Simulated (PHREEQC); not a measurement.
Solution A (0.12 mmol/kgw PbCl2 and 32 mmol/kgw HNO3) is mixed with solution B (2.7 mmol/kgw Cu(NO3)2, 12 mmol/kgw HCl and 0.083 mmol/kgw H3BO3) at 13 °C; shares are by mass of water, 1 kg in all. Oxygen alone is held at its pressure in air (log pO2 = -0.68). CO2 from the air is kept out. Solids allowed: Tenorite, Atacamite, Cu2(OH)3NO3, Litharge, Cotunnite, Laurionite. Others were left out.

The numbers come from PHREEQC with the ion-association model, wateq4f.dat.

```csv
share of solution B,pH,PbNO3+ (mol/kgw)
0,1.55,2.33e-5
0.1,1.58,1.95e-5
0.2,[?],1.59e-5
0.3,1.64,[?]
0.4,1.68,[?]
0.5,1.71,[?]
0.6,1.75,4.99e-6
0.7,[?],3.16e-6
0.8,[?],1.71e-6
0.9,1.90,[?]
1,1.97,0
```

Fill in the missing entries.


- 0.2, pH: 1.61
- 0.3, PbNO3+ (mol/kgw): 1.26e-5
- 0.4, PbNO3+ (mol/kgw): 9.75e-6
- 0.5, PbNO3+ (mol/kgw): 7.19e-6
- 0.7, pH: 1.80
- 0.8, pH: 1.85
- 0.9, PbNO3+ (mol/kgw): 6.50e-7

At this temperature some constants are extrapolated from 25 °C, and those without enthalpy data are left unchanged.
